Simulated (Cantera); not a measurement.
What does this Cantera script print?

```python
import numpy as np
import cantera as ct

gas_names = """
    H HNO HNO2 HNO3 HO2 H2 H2O H2O2 H2S H2SO4 N NH NH2 NH3 NH2OH NO NO2 NO3 N2 N2H2 N2H4 N2O O OH O2 O3
    S SH SN SO SO2 SO3 S2 S2O S8
""".split()
cond_names = """
    H2O(s) H2O(L) H2SO4(L) S(cr1) S(cr2) S(L)
""".split()


# ... load() reads the species with a 1 bar reference pressure and builds the phases ...
atoms = {
    'NH3': {'N': 1, 'H': 3},
    'SO2': {'S': 1, 'O': 2},
    'N2': {'N': 2},
}
top_T = {}  # K; cautious upper limits of use, not melting points


# ... equilibrate(T, P, feed) seeds the gas with the atoms and calls Mixture.equilibrate('TP', solver="vcs", rtol=1e-11, max_steps=5000) ...
results = []
feed = {'NH3': 1, 'SO2': 0.028, 'N2': 0.24}  # mol
P = 100000  # Pa
for T in [1600, 1750, 1900, 2050, 2200, 2350, 2500, 2650, 2800, 2950, 3100]:
    mix = equilibrate(T, P, feed)
    results.append((T, P, feed, dict(zip(mix.species_names, mix.species_moles))))

top = {s: max(r[3][s] / sum(r[3][g] for g in gas_names) for r in results) for s in gas_names}
cols = sorted((s for s in top if top[s] > 0.001), key=lambda s: -top[s])[:5]
seen = [c for c in cond_names if any(r[3].get(c, 0) > 1e-12 for r in results)]
print("log10 of partial pressures in bar; condensed amounts in mol")
print(f"{'T/K':>10s}" + "".join(f"{s[:9]:>10s}" for s in cols + seen))
for T, P, feed, n in results:
    ng = sum(n[g] for g in gas_names)
    print(f"{T:10.4g}" + "".join(f"{np.log10(max(n[s] / ng * P / 1e5, 1e-99)):10.3f}" for s in cols)
          + "".join(f"{n.get(c, 0):10.4g}" for c in seen))
```

Output:

```
log10 of partial pressures in bar; condensed amounts in mol
       T/K        H2        N2         H       H2O       H2S
      1600    -0.199    -0.481    -4.364    -1.602    -1.914
      1750    -0.199    -0.481    -3.733    -1.602    -1.934
      1900    -0.199    -0.482    -3.200    -1.603    -1.976
      2050    -0.199    -0.482    -2.744    -1.604    -2.044
      2200    -0.200    -0.483    -2.349    -1.606    -2.139
      2350    -0.203    -0.485    -2.005    -1.610    -2.257
      2500    -0.208    -0.488    -1.704    -1.616    -2.395
      2650    -0.218    -0.492    -1.438    -1.627    -2.553
      2800    -0.233    -0.498    -1.204    -1.643    -2.731
      2950    -0.256    -0.507    -0.998    -1.669    -2.929
      3100    -0.290    -0.520    -0.818    -1.710    -3.145
```

Method: chemical equilibrium by Gibbs-energy minimisation in Cantera with the NASA 1993 tables (ideal gas, pure condensed phases).
